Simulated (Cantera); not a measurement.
Cantera run, input and output.

```python
import numpy as np
import cantera as ct

surf = ct.Interface("diamond.yaml", "diamond_100")
gas, bulk = surf.adjacent["gas"], surf.adjacent["diamond"]
k = surf.kinetics_species_index(bulk.species_names[0])
cover = ["c6HH", "c6H*", "c6*H", "c6**", "c6HM", "c6B"]

rows, drift = [], 0.0
print(f"{'T':>10s}{'um/h':>11s}" + "".join(f"{s:>11s}" for s in cover))
for v in [925, 1000, 1075, 1150, 1225, 1300, 1375]:
    T, P, xH, xCH3 = v, 18000, 0.014, 0.0001
    gas.TPX = T, P, {"H": xH, "CH3": xCH3, "CH4": 0.0021, "H2": 1 - xH - xCH3 - 0.0021}
    surf.TP = bulk.TP = T, P
    surf.coverages = "c6H*:0.1, c6HH:0.9"
    surf.advance_coverages(100.0)
    before = surf.coverages
    surf.advance_coverages(100.0)
    drift = max(drift, np.max(np.abs(surf.coverages - before) / (surf.coverages + 1e-9)))
    rate = surf.net_production_rates[k] * bulk.mean_molecular_weight / bulk.density * 3.6e9
    rows.append([rate, *surf[cover].coverages])
    print(f"{v:10.4g}{rate:11.4e}" + "".join(f"{x:11.3e}" for x in rows[-1][1:]))
```

Result:

```
         T       um/h       c6HH       c6H*       c6*H       c6**       c6HM        c6B
       925 6.5126e+00  6.630e-01  1.263e-02  3.121e-01  5.479e-03  5.365e-03  1.767e-08
      1000 9.5071e+00  5.936e-01  1.874e-02  3.726e-01  9.792e-03  3.878e-03  2.580e-08
      1075 1.2769e+01  5.295e-01  2.581e-02  4.246e-01  1.594e-02  2.829e-03  3.465e-08
      1150 1.5396e+01  4.721e-01  3.353e-02  4.671e-01  2.407e-02  1.991e-03  4.178e-08
      1225 1.5313e+01  4.218e-01  4.158e-02  5.003e-01  3.416e-02  1.205e-03  4.155e-08
      1300 1.1765e+01  3.784e-01  4.969e-02  5.248e-01  4.601e-02  5.456e-04  3.193e-08
      1375 8.3392e+00  3.411e-01  5.759e-02  5.415e-01  5.929e-02  1.891e-04  2.263e-08
```

Detailed kinetics in Cantera: the Harris–Goodwin 1993 mechanism for the reconstructed diamond (100) surface.
